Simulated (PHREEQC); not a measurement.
# Spent oxide etchant: an equilibrium model

Consider water at 25 °C with 0.068 mol NH4HF2, 0.00018 mol (NH4)2SiF6 and 0.0013 mol HBF4 per kg of water. Closed to the air; pH follows from the charge balance.

Computed with PHREEQC (ion-association model, wateq4f.dat).

* **pH**: 3.15
* **ionic strength**: 0.0694 mol/kgw
* **total alkalinity**: -73.9 meq/kg

```json
[
 {"species": "NH4+", "molality": "0.0684", "activity": "0.0548", "log γ": "-0.096"},
 {"species": "F-", "molality": "0.0571", "activity": "0.0451", "log γ": "-0.103"},
 {"species": "HF", "molality": "0.0466", "activity": "0.0474", "log γ": "0.007"},
 {"species": "HF2-", "molality": "0.0104", "activity": "0.00819", "log γ": "-0.103"},
 {"species": "H2F2", "molality": "0.00575", "activity": "0.00584", "log γ": "0.007"},
 {"species": "BF4-", "molality": "0.00129", "activity": "0.00100", "log γ": "-0.110"},
 {"species": "H+", "molality": "0.000834", "activity": "0.000700", "log γ": "-0.076"},
 {"species": "SiF6-2", "molality": "0.000180", "activity": "7.59e-5", "log γ": "-0.375"},
 {"species": "BF3OH-", "molality": "1.00e-5", "activity": "7.75e-6", "log γ": "-0.110"}
]
```

This is a speciation only: nothing precipitates in the calculation. Species that the database lacks are ignored. wateq4f.dat counts part of the HF as a dimer, H2F2, which phreeqc.dat doesn't know; its constant is uncertain. SiF6-2 is the database's only silicon fluoride. Real BF4- forms and hydrolyses slowly; the run takes it at equilibrium.
